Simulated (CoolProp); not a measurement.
Vapour-liquid equilibrium of toluene (1) + ethylbenzene (2) at 7.01 bar; x and y are mole fractions of (1).

Values from CoolProp's multi-fluid Helmholtz-energy mixture model, Lemmon 2006 and Zhou 2012; pair parameters Bell 2016.

### Question
Give the bubble temperature and the first vapour's composition at x = 0.05, 0.5, 0.8. Is there an azeotrope?

### Answer
x = 0.05: 224.8 °C, y = 0.074; x = 0.5: 210.4 °C, y = 0.604; x = 0.8: 201.8 °C, y = 0.864. No azeotrope shows between x = 0.05 and 0.95.

Pair parameters are fitted to limited data, so mixtures are less certain than the pure fluids.
